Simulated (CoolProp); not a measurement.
A single-stage vapour-compression cycle with R22: evaporating at 218.15 K (dew point), condensing at 253.15 K (bubble point), superheat 2 K, subcooling 8 K, compressor efficiency 0.85, no pressure losses. Each further row changes one setting.

Computed with CoolProp (reference Helmholtz-energy equation of state, Kamei 1995).

| case | cooling COP | pressure ratio | discharge temperature (K) | refrigerating effect (kJ/kg) | volumetric capacity (kJ/m³) |
|---|---|---|---|---|---|
| as stated | ___ | 4.95 | 297.2 | 214 | 512 |
| evaporating temperature 223.15 K | ___ | ___ | ___ | 216 | 662 |
| condensing temperature 248.15 K | 5.73 | ___ | ___ | 220 | 525 |
| subcooling 13 K | 4.95 | 4.95 | 297.2 | 220 | 525 |
| superheat 12 K | 4.73 | 4.95 | ___ | 220 | 501 |
| compressor efficiency 0.75 | 4.25 | 4.95 | ___ | 214 | 512 |

Problem. Some entries are withheld; supply them.

Solution. 
- as stated, cooling COP: 4.82
- evaporating temperature 223.15 K, cooling COP: 5.87
- evaporating temperature 223.15 K, pressure ratio: 3.80
- evaporating temperature 223.15 K, discharge temperature (K): 289.7
- condensing temperature 248.15 K, pressure ratio: 4.07
- condensing temperature 248.15 K, discharge temperature (K): 287.2
- superheat 12 K, discharge temperature (K): 308.7
- compressor efficiency 0.75, discharge temperature (K): 305.8
